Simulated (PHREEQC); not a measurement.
NaCl is added in steps, without added water, to 1 kg of water holding 0.01 mol/kgw ZnCl2, 0.12 mol/kgw H3BO3 and 0.0002 mol/kgw HCl, at 20 °C. Oxygen alone is held at its pressure in air (log pO2 = -0.68). CO2 from the air is kept out. Solids allowed: Zn(OH)2-e, Zn5(OH)8Cl2, Halite. Others were left out.

Base run: PHREEQC, ion-association model, wateq4f.dat. Each further column changes one thing. The table gives pH.

| NaCl added (mol) | base | diluted 10-fold with water | diluted 100-fold with water | diluted 2-fold with water | no solid may form |
|---|---|---|---|---|---|
| 0 | 3.76 | 4.71 | 5.64 | 4.04 | 3.76 |
| 0.0225 | 3.77 | 4.74 | 5.67 | 4.06 | 3.77 |
| 0.045 | 3.77 | 4.76 | 5.68 | 4.07 | 3.77 |
| 0.0675 | 3.78 | 4.76 | 5.68 | 4.08 | 3.78 |
| 0.09 | 3.78 | 4.77 | 5.69 | 4.08 | 3.78 |
| 0.1125 | 3.79 | 4.77 | 5.69 | 4.09 | 3.79 |
| 0.135 | 3.79 | 4.78 | 5.69 | 4.09 | 3.79 |
| 0.1575 | 3.79 | 4.78 | 5.69 | 4.09 | 3.79 |
| 0.18 | 3.80 | 4.78 | 5.69 | 4.09 | 3.80 |
